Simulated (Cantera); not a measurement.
A perfectly stirred reactor is fed with 7.10 % C3H8, 92.3 % H2, 0.568 % N2, at 2670 Pa; it is held at 1875 K, and followed from long to short residence time.

Computed with Cantera and GRI-Mech 3.0 (53 species, 325 reactions). GRI-Mech 3.0 was tuned for natural gas; its chemistry of propane as a main component is partial and can be far from experiment. GRI-Mech 3.0 stops at C3 and has no aromatics, soot or wall deposition, so with more carbon than oxygen in the feed, carbon stays in small species such as C2H2 where larger ones or solid carbon would form. Radical loss at walls, strong at low pressure, is not modelled.

x: mole fraction; the columns are a selection and need not sum to one.

```tsv
τ (s)	x C3H8	x H2	x CH3	x H	x C2H	x CH4	x CH2
20	7.51e-8	0.903	0.000137	0.00381	4.34e-6	0.00163	(withheld)
6.2	2.45e-7	0.902	0.000244	0.00376	4.27e-6	0.00293	(withheld)
1.9	8.10e-7	0.901	0.000437	0.00369	4.14e-6	0.00533	(withheld)
0.59	2.65e-6	0.898	0.000771	0.00362	3.99e-6	0.00955	(withheld)
0.18	8.73e-6	0.893	0.00135	0.00362	3.85e-6	0.0166	(withheld)
0.055	2.82e-5	0.887	0.00229	0.00375	3.76e-6	0.0270	(withheld)
0.017	8.79e-5	0.878	0.00372	0.00404	3.71e-6	0.0400	(withheld)
0.0052	0.000271	0.868	0.00572	0.00448	3.63e-6	0.0536	(withheld)
0.0016	0.000818	0.860	0.00823	0.00501	3.36e-6	0.0643	(withheld)
0.00049	0.00248	0.854	0.0114	0.00547	2.63e-6	0.0686	(withheld)
0.00015	0.00757	0.856	0.0156	0.00551	1.33e-6	0.0620	(withheld)
```

### Question
Complete the blanks.

### Answer

- 20, x CH2: 6.70e-7
- 6.2, x CH2: 1.15e-6
- 1.9, x CH2: 1.95e-6
- 0.59, x CH2: 3.18e-6
- 0.18, x CH2: 5.08e-6
- 0.055, x CH2: 7.90e-6
- 0.017, x CH2: 1.19e-5
- 0.0052, x CH2: 1.72e-5
- 0.0016, x CH2: 2.36e-5
- 0.00049, x CH2: 3.11e-5
- 0.00015, x CH2: 3.87e-5
